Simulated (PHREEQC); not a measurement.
2.4 g of hydrous ferric oxide (600 m²/g; 0.2 weak and 0.005 strong sites per Fe, Dzombak-Morel constants, diffuse double layer) in 1 kg of water with 0.01 mol/kgw of an inert sodium salt and 0.033 mmol/kgw Na2SO4, at 25 °C; the pH is set by adding NaOH or the inert anion's acid. O2 is buffered at 0.21 atm. The system is closed to CO2. No solid was allowed to form.

Base run: PHREEQC, ion-association model, wateq4f.dat. Each further column changes one thing. The table gives surface charge σ (C/m²).

| pH | base | background salt from 0.01 to 0.001 mol/kgw | oxide from 2.4 to 12 g/kgw |
|---|---|---|---|
| 4 | 0.221 | 0.143 | 0.248 |
| 4.67 | 0.146 | 0.079 | 0.163 |
| 6 | 0.049 | 0.020 | 0.053 |
| 6.67 | 0.025 | 0.009 | 0.026 |
| 7.33 | 0.011 | 0.004 | 0.011 |
| 8.67 | -0.008 | -0.003 | -0.008 |
| 9.33 | -0.020 | -0.007 | -0.020 |
| 10 | -0.041 | -0.017 | -0.043 |
| 11.33 | -0.134 | -0.092 | -0.146 |
| 12 | -0.233 | -0.206 | -0.247 |
